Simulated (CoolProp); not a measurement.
Vapour pressure (kPa) of ethylene: the reference equation beside estimates from Tc = 282.4 K, pc = 5042 kPa, ω = 0.087.

The numbers come from the reference Helmholtz-energy equation of state, Smukala 2000 in CoolProp.

```
T (K)  reference  van der Waals  Peng-Robinson
-----  ---------  -------------  -------------
178.3      166.5     (withheld)     (withheld)
187.7      265.5          772.5          266.5
197.1      403.7     (withheld)          404.0
206.5      589.3           1259          589.0
215.8      828.3           1560          827.7
225.2       1135           1906           1135
234.6       1516           2298           1518
244         1983           2736           1988
```

### Question
Complete the blanks.

### Answer

- 178.3, van der Waals: 584.8
- 178.3, Peng-Robinson: 167.8
- 197.1, van der Waals: 996.5

Absolute difference from the reference over all 8 rows, mean and median: van der Waals 118.6 and 101.0 %, Peng-Robinson 0.2 and 0.1 %.
